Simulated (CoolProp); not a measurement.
A single-stage vapour-compression cycle with the fluid: evaporating at 297.15 K (dew point), condensing at 340.15 K (bubble point), superheat 10 K, subcooling 0 K, compressor efficiency 0.85, no pressure losses. The same conditions are run with several fluids, on thermodynamics alone (safety and materials aside).

Computed with CoolProp (reference Helmholtz-energy equation of state of each fluid (R365MFC: Lemmon 2016; R1336mzz(Z): McLinden 2020; propane: Lemmon 2009; isobutene: Lemmon 2005; R21: Platzer 1990; dimethyl ether: Wu 2011)). The equations of Platzer and Polt are older, rougher fits.

```tsv
fluid	cooling COP	pressure ratio	discharge temperature (K)	refrigerating effect (kJ/kg)	volumetric capacity (kJ/m³)
R365MFC	4.81	4.46	340.6	145	469
R1336mzz(Z)	4.76	4.25	341.8	123	581
propane	4.13	2.63	356.1	228	4320
isobutene	4.74	3.11	(withheld)	269	1900
R21	5.05	3.55	374.4	191	1420
dimethyl ether	(withheld)	(withheld)	362.7	308	3540
```

Question: Fill in the missing entries.

Answer: 
- isobutene, discharge temperature (K): 350.3
- dimethyl ether, cooling COP: 4.70
- dimethyl ether, pressure ratio: 2.95
